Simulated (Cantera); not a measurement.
What does this Cantera script print?

```python
import numpy as np
import cantera as ct

gas = ct.Solution("gri30.yaml")
gas.TPX = 1000, 11000, {'CO': 0.014, 'O2': 0.071, 'H2O': 0.015, 'N2': 1}
reactor = ct.IdealGasConstPressureReactor(gas, energy="off", clone=False)
net = ct.ReactorNet([reactor])
net.rtol, net.atol = 1e-08, 1e-18
show = ['CO', 'O2', 'H2O', 'CO2', 'NO', 'O', 'H2O2']
times = np.geomspace(5e-06, 1, 9)

steps = ct.SolutionArray(gas, extra=["t"])
rows = []
print(f"{'t/s':>10s}{'T/K':>9s}{'P/Pa':>11s}" + "".join(f"{s:>11s}" for s in show))
for t in times:
    while net.time < t:
        t_next = net.step()
        steps.append(gas.state, t=t_next)
    rows.append([np.interp(t, steps.t, y) for y in (steps.T, steps.P, *steps(*show).X.T)])
    print(f"{t:10.3e}{rows[-1][0]:9.1f}{rows[-1][1]:11.4g}" + "".join(f"{x:11.3e}" for x in rows[-1][2:]))
rate = np.gradient(steps.T, steps.t)
print("integrator steps:", len(steps.t))
if steps.T.max() > steps.T[0] + 200:
    print(f"time of steepest temperature rise: {steps.t[rate.argmax()]:.4e} s")
gas.TPX = 1000, 11000, {'CO': 0.014, 'O2': 0.071, 'H2O': 0.015, 'N2': 1}
gas.equilibrate("TP")
print(f"equilibrium (TP): T = {gas.T:.1f} K  " + "  ".join(f"{s} {gas[s].X[0]:.3e}" for s in show))
```

Result:

```
       t/s      T/K       P/Pa         CO         O2        H2O        CO2         NO          O       H2O2
 5.000e-06   1000.0    1.1e+04  1.273e-02  6.455e-02  1.364e-02  4.860e-13  5.869e-27  4.859e-13  1.066e-23
 2.299e-05   1000.0    1.1e+04  1.273e-02  6.455e-02  1.364e-02  2.235e-12  1.238e-25  2.233e-12  2.008e-22
 1.057e-04   1000.0    1.1e+04  1.273e-02  6.455e-02  1.364e-02  1.029e-11  3.361e-24  1.025e-11  4.237e-21
 4.862e-04   1000.0    1.1e+04  1.273e-02  6.455e-02  1.364e-02  4.790e-11  8.482e-23  4.681e-11  1.115e-19
 2.236e-03   1000.0    1.1e+04  1.273e-02  6.455e-02  1.364e-02  2.596e-10  1.947e-21  2.306e-10  1.675e-17
 1.028e-02   1000.0    1.1e+04  1.273e-02  6.455e-02  1.364e-02  5.421e-09  1.079e-19  3.809e-09  8.097e-15
 4.729e-02   1000.0    1.1e+04  1.242e-02  6.432e-02  1.361e-02  3.118e-04  7.413e-11  1.541e-04  2.881e-08
 2.175e-01   1000.0    1.1e+04  1.086e-03  5.903e-02  1.368e-02  1.171e-02  3.294e-08  6.195e-05  7.876e-08
 1.000e+00   1000.0    1.1e+04  5.007e-05  5.857e-02  1.372e-02  1.276e-02  3.304e-08  2.766e-06  2.301e-08
integrator steps: 1156
equilibrium (TP): T = 1000.0 K  CO 9.782e-12  O2 5.855e-02  H2O 1.372e-02  CO2 1.281e-02  NO 1.790e-05  O 1.155e-10  H2O2 3.101e-12
```

Cantera simulation using GRI-Mech 3.0 (53 species, 325 reactions); the numbers are that mechanism's predictions, not measurements.
